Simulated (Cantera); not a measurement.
## Ignition delay

Mixture: CH₄ : C₂H₆ : C₃H₈ : O₂ : N₂ = 1 : 0.036 : 0.7 : 4.33 : 16.3 (molar parts), equivalence ratio 1.3, at 0.987 atm, adiabatic and at constant pressure. Ignition delay is the time to a rise of 400 K.

Computed with Cantera and GRI-Mech 3.0 (53 species, 325 reactions). GRI-Mech 3.0 was tuned for natural gas; its chemistry of propane as a main component is partial and can be far from experiment.

| T0 (K) | delay (ms) |
|---|---|
| 1275 | 1.87 |
| 1325 | 0.846 |
| 1375 | 0.419 |
| 1425 | 0.227 |
| 1475 | 0.133 |
| 1525 | 0.0835 |
| 1575 | 0.0560 |
| 1625 | 0.0396 |
| 1675 | 0.0293 |

- apparent activation energy between 1575 and 1675 K = 140 kJ/mol
